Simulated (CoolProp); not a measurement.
Properties of acetone along the isotherm 67.25 °C.

Values from CoolProp's reference Helmholtz-energy equation of state, Lemmon 2006. It is a short technical equation, of lower accuracy than the large ones.

```tsv
p (MPa)	phase	density (kg/m³)	cv (kJ/(kg K))	speed of sound (m/s)	Joule-Thomson coefficient (K/MPa)	expansivity (1/kK)	fugacity coefficient
0.00742	gas	0.1527	1.271	232.4	66.87	2.980	0.9969
0.0116	gas	0.2392	1.275	232.1	66.90	3.005	0.9952
0.018	gas	0.3722	1.281	231.7	(withheld)	3.043	0.9926
0.028	gas	0.5814	1.290	231.0	67.01	3.103	0.9884
0.0436	gas	0.9114	1.304	229.9	(withheld)	3.201	0.9820
0.0679	gas	1.435	1.327	228.1	67.30	3.364	0.9719
0.106	gas	2.280	1.365	225.2	(withheld)	3.647	0.9562
0.165	liquid	735.6	1.627	972.1	-0.2607	1.661	0.8336
0.256	liquid	735.7	1.627	972.9	-0.2611	1.659	0.5387
0.399	liquid	735.9	1.627	974.2	-0.2618	(withheld)	0.3470
0.622	liquid	736.2	1.627	976.2	(withheld)	1.651	0.2240
0.968	liquid	736.7	1.627	979.2	-0.2644	1.644	0.1453
1.51	liquid	737.5	1.627	983.9	-0.2667	1.632	0.09457
2.35	liquid	738.7	1.627	991.2	-0.2703	1.614	0.06220
```

**Question.** Some entries are withheld; supply them.

**Answer.** 
- 0.018, Joule-Thomson coefficient (K/MPa): 66.94
- 0.0436, Joule-Thomson coefficient (K/MPa): 67.12
- 0.106, Joule-Thomson coefficient (K/MPa): 67.62
- 0.399, expansivity (1/kK): 1.656
- 0.622, Joule-Thomson coefficient (K/MPa): -0.2628
